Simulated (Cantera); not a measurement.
What does this Cantera script print?

```python
import numpy as np
import cantera as ct

gas_names = """
    CL CL2 H HCL H2 Si SiCL SiCL2 SiCL3 SiCL4 SiH SiHCL3 SiH2 SiH2CL2 SiH3 SiH3CL SiH4 Si2 Si3
""".split()
cond_names = """
    Si(cr) Si(L)
""".split()


# ... load() reads the species with a 1 bar reference pressure and builds the phases ...
atoms = {
    'Si': {'Si': 1},
    'H2': {'H': 2},
    'Cl2': {'CL': 2},
}
top_T = {}  # K; cautious upper limits of use, not melting points


# ... equilibrate(T, P, feed) seeds the gas with the atoms and calls Mixture.equilibrate('TP', solver="vcs", rtol=1e-11, max_steps=5000) ...
results = []
feed = {'Si': 1, 'H2': 7.1, 'Cl2': 0.79}  # mol
T = 1475  # K
P = 570000  # Pa
mix = equilibrate(T, P, feed)
results.append((T, P, feed, dict(zip(mix.species_names, mix.species_moles))))
x = sorted(zip(gas.X, gas.species_names), reverse=True)
print(f"T = {T:g} K  P = {P:g} Pa  gas = {mix.phase_moles(0):.4g} mol")
print("   x: " + "  ".join(f"{s} {v:.3e}" for v, s in x if v > 0.001))
print("   condensed (mol): " + ("  ".join(f"{mix.phase(i).name} {mix.phase_moles(i):.4g}"
      for i in range(1, mix.n_phases) if mix.phase_moles(i) > 1e-12) or "none"))
```

Output:

```
T = 1475 K  P = 570000 Pa  gas = 7.645 mol
   x: H2 8.864e-01  HCL 6.369e-02  SiHCL3 1.450e-02  SiCL2 1.441e-02  SiCL4 1.101e-02  SiCL3 6.828e-03  SiH2CL2 2.997e-03
   condensed (mol): Si(cr) 0.6184
```

Equilibrium computed with Cantera from the NASA thermochemical tables; the gas is ideal and each condensed phase is pure. The tables' values for SiCl3 are old estimates; treat these amounts as uncertain.
